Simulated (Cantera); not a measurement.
Feed: 1 mol FeS2, 4.4 mol O2, 7.7 mol CO2, held at 973.15 K.

Method: chemical equilibrium by Gibbs-energy minimisation in Cantera with the NASA 1993 tables (ideal gas, pure condensed phases). Candidate condensed phases: C, Fe, Fe(CO)5, FeO, FeS, FeSO4, FeS2, Fe2O3, Fe2(SO4)3, Fe3O4, S; 25 gas species. Equilibrium is a limit: real reactors are often held back by kinetics, nucleation or transport.

Question: Which condensed phases are stable at each of these points (P (Pa)): 1000, 2300, 5400, 13000, 29000, 68000, 160000, 370000, 860000, 2000000?

Answer: 
```
P (Pa)          condensed phases  Fe condensed (%)
-------  -----------------------  ----------------
1000                    Fe2O3(s)             100.0
2300                    Fe2O3(s)             100.0
5400                    Fe2O3(s)             100.0
13000                   Fe2O3(s)             100.0
29000                   Fe2O3(s)             100.0
68000                   Fe2O3(s)             100.0
160000                  Fe2O3(s)             100.0
370000   Fe2O3(s) + Fe2(SO4)3(s)             100.0
860000              Fe2(SO4)3(s)             100.0
2000000             Fe2(SO4)3(s)             100.0
```

From 1000 Pa to 160000 Pa the condensed part is Fe2O3(s). At 370000 Pa the condensed part is Fe2O3(s) + Fe2(SO4)3(s). From 860000 Pa to 2000000 Pa the condensed part is Fe2(SO4)3(s).
